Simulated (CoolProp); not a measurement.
Properties of isohexane at several states (Tc = 224.6 °C, pc = 3043 kPa, ω = 0.280).

Model: reference Helmholtz-energy equation of state, Lemmon 2006, in CoolProp. It is a short technical equation, of lower accuracy than the large ones.

| T (°C) | p (kPa) | phase | cp (kJ/(kg K)) | cv (kJ/(kg K)) | speed of sound (m/s) | Joule-Thomson coefficient (K/MPa) | isothermal compressibility (1/MPa) | fugacity coefficient |
|---|---|---|---|---|---|---|---|---|
| 110.45 | 142 | gas | 2.094 | 1.975 | 189.8 | 18.60 | 7.356 | 0.9606 |
| 64.55 | 34.8 | gas | 1.856 | 1.752 | 182.9 | 28.19 | 29.19 | 0.9849 |
| 6.95 | 3000 | liquid | 2.145 | 1.658 | 1148 | -0.4426 | 0.001470 | 0.004916 |
| -66.65 | 2780 | liquid | 1.859 | 1.388 | 1500 | -0.5591 | 0.0008154 | 3.414e-5 |
